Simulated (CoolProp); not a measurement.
Vapour-liquid equilibrium of R134a (1) + R152A (2) at -37.45 °C; x and y are mole fractions of (1).

Values from CoolProp's multi-fluid Helmholtz-energy mixture model, Tillner-Roth 1994 and Outcalt 1996; pair parameters Lemmon 2004.

```
x     bubble pressure, mixture model (MPa)  bubble pressure, Raoult's law (MPa)  y, mixture model  y, Raoult's law
----  ------------------------------------  -----------------------------------  ----------------  ---------------
0.05                               0.05348                              0.05400             0.046            0.054
0.15                               0.05305                              0.05446             0.143            0.161
0.25                               0.05284                              0.05493             0.247            0.266
0.35                               0.05287                              0.05540             0.356            0.369
0.45                               0.05314                              0.05587             0.466            0.471
0.55                               0.05365                              0.05634             0.575            0.571
0.65                               0.05438                              0.05680             0.681            0.669
0.75                               0.05533                              0.05727             0.782            0.765
0.85                               0.05646                              0.05774             0.875            0.860
0.95                               0.05775                              0.05821             0.961            0.954
```

The largest gap from Raoult's law is -4.9 % in bubble pressure, at x = 0.45. y crosses x between x = 0.25 and 0.35: the model has an azeotrope there.

The pair parameters rest on a limited set of measurements; away from them the model extrapolates.
